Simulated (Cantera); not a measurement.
Input: 1 mol BCl3, 4.7 mol H2, 29 mol N2, at 1102 °C and 0.0100 bar.

Cantera equilibrium calculation (NASA polynomials, part measured and part estimated; ideal gas, pure solids and liquids). Candidate condensed phases: B, BN, NH4Cl; 21 gas species. N2 is the only nitrogen source here; it is nearly inert below about 1500 K, so the nitride shown seldom forms there in practice. Rates play no part.

Base state: N2 0.821, H2 0.0922, HCl 0.0864, H 1.04e-5 (mole fractions); condensed: BN(s).

Task: What changes in the equilibrium state with this change: BCl3 replaced by B2O3?

Result: 
| species | before | after |
|---|---|---|
| N2 | 0.821 | 0.860 |
| H2 | 0.0922 | 0.139 |
| HBO2 | 0 | 0.00110 |
| HCl | 0.0864 | 0 |
| H2O | 0 | 0.000234 |
| HBO | 0 | 0.000153 |
| BN(s), mol | 1.000 | 0.0158 |
| B2O3(l), mol | 0 | 0.966 |
Mutual solubility and eutectic melting of coexisting phases are not modelled. Further candidate phases: B2O3, B3O3H3, H2O.
